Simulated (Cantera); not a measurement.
**Stirred combustor or abatement burner**

A perfectly stirred reactor is fed with H2 : O2 : N2 = 1 : 0.357 : 1.34 (molar parts), equivalence ratio 1.4, at 73000 Pa; it is adiabatic with a 650 K inlet, and is followed from long to short residence time, starting on the burning branch (τ in s: 0.31, 0.081, 0.022, 0.0057, 0.0015, 0.0004, 0.00011, 2.8e-05, 7.3e-06).

Detailed kinetics in Cantera: the H2/O2 subset of GRI-Mech 3.0, which has no nitrogen chemistry.

```
τ (s)    T (K)   x H2      x O2     x H       x O    x HO2   x H2O   x H2O2
-------  -----  -----  --------  ------  --------  -------  ------  -------
0.31      2498  0.120  0.000319  0.0105  0.000311  1.77e-7   0.296  3.21e-8
0.081     2491  0.119  0.000366  0.0112  0.000349  2.01e-7   0.296  3.49e-8
0.022     2469  0.119  0.000527  0.0133  0.000485  2.82e-7   0.294  4.34e-8
0.0057    2407  0.118   0.00107  0.0193  0.000962  5.30e-7   0.288  6.47e-8
0.0015    2279  0.116   0.00249  0.0319   0.00226  1.10e-6   0.278  1.09e-7
0.00040   2075  0.113   0.00529  0.0522   0.00469  2.33e-6   0.263  2.32e-7
0.00011   1820  0.109   0.00972  0.0784   0.00752  4.99e-6   0.246  6.35e-7
2.8e-5    1524  0.115    0.0204   0.101   0.00904  1.37e-5   0.221  1.79e-6
7.3e-6     650  0.371     0.132  <1e-12    <1e-12   <1e-12  <1e-12   <1e-12
```
x: mole fraction; the columns are a selection and need not sum to one.
